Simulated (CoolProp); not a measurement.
Vapour-liquid equilibrium of ethanol (1) + cyclohexane (2) at 7.62 bar; x and y are mole fractions of (1).

Model: multi-fluid Helmholtz-energy mixture model, Schroeder 2014 and Zhou 2014; pair parameters Bell 2016, in CoolProp.

Task: Give the bubble temperature and the first vapour's composition at x = 0.425, 0.5, 0.8. Is there an azeotrope?

Result: x = 0.425: 136.0 °C, y = 0.567; x = 0.5: 135.4 °C, y = 0.592; x = 0.8: 135.6 °C, y = 0.743. y crosses x between x = 0.575 and 0.65: the model has an azeotrope there.

The pair parameters rest on a limited set of measurements; away from them the model extrapolates.
